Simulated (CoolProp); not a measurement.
Vapour-liquid equilibrium of isohexane (1) + n-heptane (2) at 341 K; x and y are mole fractions of (1).

Computed with CoolProp (multi-fluid Helmholtz-energy mixture model, Lemmon 2006 and Span 2003; pair parameters Bell 2016).

```tsv
x	bubble pressure, mixture model (MPa)	bubble pressure, Raoult's law (MPa)	y, mixture model	y, Raoult's law
0.05	0.04202	0.04206	0.149	0.153
0.15	0.05095	0.05115	0.367	0.377
0.25	0.05981	0.06024	0.521	0.533
0.35	0.06867	0.06932	0.635	0.648
0.45	0.07759	0.07841	0.725	0.737
0.55	0.08660	0.08750	0.797	0.807
0.65	0.09571	0.09659	0.856	0.864
0.75	0.1049	0.1057	0.906	0.911
0.85	0.1143	0.1148	0.948	0.951
0.95	0.1237	0.1239	0.984	0.985
```

The largest gap from Raoult's law is -1.0 % in bubble pressure, at x = 0.45. No azeotrope shows between x = 0.05 and 0.95.

Pair parameters are fitted to limited data, so mixtures are less certain than the pure fluids.
